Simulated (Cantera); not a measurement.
A perfectly stirred reactor is fed with 9.62 % C3H8, 90.4 % H2, at 0.257 atm; it is held at 1275 K, and followed from long to short residence time.

Computed with Cantera and GRI-Mech 3.0 (53 species, 325 reactions). GRI-Mech 3.0 was tuned for natural gas; its chemistry of propane as a main component is partial and can be far from experiment. GRI-Mech 3.0 stops at C3 and has no aromatics, soot or wall deposition, so with more carbon than oxygen in the feed, carbon stays in small species such as C2H2 where larger ones or solid carbon would form.

**Question.** Predict: x(C3H8) at τ = 26.0 s; x(H2) at τ = 26.0 s; x(C2H6) at τ = 26.0 s; x(CH4) at τ = 26.0 s; x(C2H4) at τ = 26.0 s; x(C3H8) at τ = 0.170 s; x(H2) at τ = 0.170 s; x(C2H6) at τ = 0.170 s; x(CH4) at τ = 0.170 s; x(C2H4) at τ = 0.170 s.

**Answer.** 
| Quantity | Result |
|---|---|
| x(C3H8) at τ = 26.0 s | 3.49e-5 |
| x(H2) at τ = 26.0 s | 0.794 |
| x(C2H6) at τ = 26.0 s | 0.000348 |
| x(CH4) at τ = 26.0 s | 0.149 |
| x(C2H4) at τ = 26.0 s | 0.0261 |
| x(C3H8) at τ = 0.170 s | 0.00138 |
| x(H2) at τ = 0.170 s | 0.823 |
| x(C2H6) at τ = 0.170 s | 0.000759 |
| x(CH4) at τ = 0.170 s | 0.0974 |
| x(C2H4) at τ = 0.170 s | 0.0511 |
